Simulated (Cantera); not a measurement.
**Adiabatic ignition**

An adiabatic, constant-pressure homogeneous reactor starts with 4.28 % CH₄, 0.470 % H₂, 20.0 % O₂, 75.3 % N₂, equivalence ratio 0.44, at 1648 K and 3.16 atm.

Cantera simulation using GRI-Mech 3.0 (53 species, 325 reactions); the numbers are that mechanism's predictions, not measurements.

| t (s) | T (K) | x CH₄ | x H₂ | x O₂ | x NO | x CH₂ |
|---|---|---|---|---|---|---|
| 2.00e-6 | 1648 | 0.0428 | 0.00471 | 0.200 | <1e-12 | 5.85e-12 |
| 5.41e-6 | 1648 | 0.0428 | 0.00471 | 0.200 | <1e-12 | 4.15e-11 |
| 1.46e-5 | 1648 | 0.0427 | 0.00470 | 0.200 | 1.47e-12 | 6.22e-10 |
| 3.95e-5 | 1650 | 0.0417 | 0.00469 | 0.199 | 2.44e-11 | 4.19e-8 |
| 0.000107 | 2395 | <1e-12 | 0.00214 | 0.109 | 8.28e-5 | <1e-12 |
| 0.000288 | 2492 | <1e-12 | 0.000827 | 0.110 | 0.000442 | <1e-12 |
| 0.000780 | 2491 | <1e-12 | 0.000821 | 0.109 | 0.00128 | <1e-12 |
| 0.00211 | 2487 | <1e-12 | 0.000811 | 0.108 | 0.00334 | <1e-12 |
| 0.00570 | 2480 | <1e-12 | 0.000791 | 0.106 | 0.00758 | <1e-12 |
| 0.0154 | 2470 | <1e-12 | 0.000766 | 0.104 | 0.0128 | <1e-12 |
| 0.0416 | 2467 | <1e-12 | 0.000757 | 0.103 | 0.0147 | <1e-12 |
| 0.112 | 2467 | <1e-12 | 0.000757 | 0.103 | 0.0148 | <1e-12 |
| 0.304 | 2467 | <1e-12 | 0.000757 | 0.103 | 0.0148 | <1e-12 |
| 0.821 | 2467 | <1e-12 | 0.000757 | 0.103 | 0.0148 | <1e-12 |
| 2.22 | 2467 | <1e-12 | 0.000757 | 0.103 | 0.0148 | <1e-12 |
| 6.00 | 2467 | <1e-12 | 0.000757 | 0.103 | 0.0148 | <1e-12 |
x: mole fraction; the columns are a selection and need not sum to one.

* **time of steepest temperature rise**: 77.2 µs
* **temperature at 6.00 s**: 2467 K
* **equilibrium temperature**: 2467 K
* **x(CH₄) at 6.00 s**: <1e-12 (gas-phase equilibrium <1e-12)
* **x(H₂) at 6.00 s**: 0.000757 (gas-phase equilibrium 0.000757)
* **x(O₂) at 6.00 s**: 0.103 (gas-phase equilibrium 0.103)
